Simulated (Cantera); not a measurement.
Feed: 1 mol SiO₂, 0.31 mol CH₄, 3.9 mol N₂, equilibrated at 0.620 bar.

These are equilibrium values from Cantera (NASA tables, ideal gas, pure condensed phases), not measurements of a reactor. Candidate condensed phases: C, C₆H₆, C₇H₈, C₈H₁₈, H₂O, Si, SiC, SiO₂, Si₂N₂O, Si₃N₄; 151 gas species. Mutual solubility and eutectic melting of coexisting phases are not modelled. The tables hold silica as quartz up to 1696 K and as liquid above; real silica turns to tridymite and cristobalite and melts near 1996 K. Equilibrium is a limit: real reactors are often held back by kinetics, nucleation or transport.

At 1873 K, list the 7 most abundant gas species with their mole fractions, and the condensed phases.

N₂ 0.794, H₂ 0.129, CO 0.0644, SiO 0.0127, H 0.000294, H₂O 0.000141, HCN 2.03e-5. Condensed: SiO₂(condensed) + Si₂N₂O(s).
